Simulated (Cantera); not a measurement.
A closed system holds: 1 mol CH3F, 0.035 mol CH4, at 950 K and 10.0 Torr.

Equilibrium computed with Cantera from the NASA thermochemical tables; the gas is ideal and each condensed phase is pure. Candidate condensed phases: C, C6H6, C7H8, C8H18; 95 gas species. Equilibrium is a limit: real reactors are often held back by kinetics, nucleation or transport.

Q: What is the equilibrium state?

A: 
```json
{
 "x(H2)": "0.516",
 "x(HF)": "0.483",
 "x(CH4)": "0.000595",
 "n(C(graphite))": "1.03 mol",
 "gas_amount": "2.069 mol"
}
```
